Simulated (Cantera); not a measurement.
## Gas-phase reforming

A perfectly stirred reactor is fed with 17.6 % CH₄, 79.4 % H₂O, 3.00 % H₂, at 1.00 bar; it is held at 1925 K, and followed from long to short residence time.

Model: GRI-Mech 3.0 (53 species, 325 reactions), integrated in Cantera.

```
τ (s)      x CH₄  x H₂O   x H₂      x OH    x C₂H₂    x C₂H₆
------  --------  -----  -----  --------  --------  --------
2.7     0.000797  0.433  0.435   5.34e-5   3.85e-5   1.19e-8
0.88     0.00211  0.437  0.432   5.39e-5  0.000268   8.43e-8
0.29     0.00486  0.445  0.423   5.56e-5   0.00138   4.55e-7
0.096    0.00965  0.466  0.404   5.96e-5   0.00511   1.89e-6
0.032     0.0168  0.507  0.368   6.76e-5    0.0134   6.29e-6
0.010     0.0275  0.570  0.311   8.10e-5    0.0258   1.93e-5
0.0034    0.0418  0.633  0.252   9.55e-5    0.0348   5.08e-5
0.0011    0.0642  0.688  0.191  0.000108    0.0354  0.000131
```
x: mole fraction; the columns are a selection and need not sum to one.
